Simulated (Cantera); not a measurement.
**Thermodynamics of silicon epitaxy and polysilicon growth, feed SiCl₄ + HCl + H₂**

Input: 1 mol SiCl₄, 0.24 mol HCl, 900 mol H₂, at 998.15 K and 3400 Pa.

These are equilibrium values from Cantera (NASA tables, ideal gas, pure condensed phases), not measurements of a reactor. Candidate condensed phases: Si; 19 gas species. The numbers say what is thermodynamically allowed, not how fast it happens.

```
Property        Value
----------  ---------
x(H₂)           0.996
x(HCl)        0.00414
x(SiHCl₃)     8.35e-5
x(SiCl₄)      5.00e-5
x(SiCl₂)      2.91e-5
x(SiH₂Cl₂)    1.50e-5
x(SiCl₃)      7.71e-6
n(Si(s))    0.832 mol
gas amount  902.1 mol
```
